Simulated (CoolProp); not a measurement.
Properties of CH3F (R41) at several states (Tc = 44.1 °C, pc = 59.06 bar, ω = 0.200).

Values from CoolProp's reference Helmholtz-energy equation of state, Lemmon 2006. It is a short technical equation, of lower accuracy than the large ones.

```tsv
T (°C)	p (bar)	phase	cp (kJ/(kg K))	cv (kJ/(kg K))	speed of sound (m/s)	Joule-Thomson coefficient (K/MPa)	isothermal compressibility (1/MPa)	fugacity coefficient
142.05	339	supercritical	…	1.294	504.3	…	0.01518	0.5028
126.75	11.5	gas	1.362	1.072	339.8	7.797	0.9017	0.9651
60.35	0.939	gas	1.172	…	320.2	13.07	10.71	0.9947
```

**Question.** What belongs in the gaps?

**Answer.** 
- 142.05, cp (kJ/(kg K)): 2.378
- 142.05, Joule-Thomson coefficient (K/MPa): 0.7096
- 60.35, cv (kJ/(kg K)): 0.9220
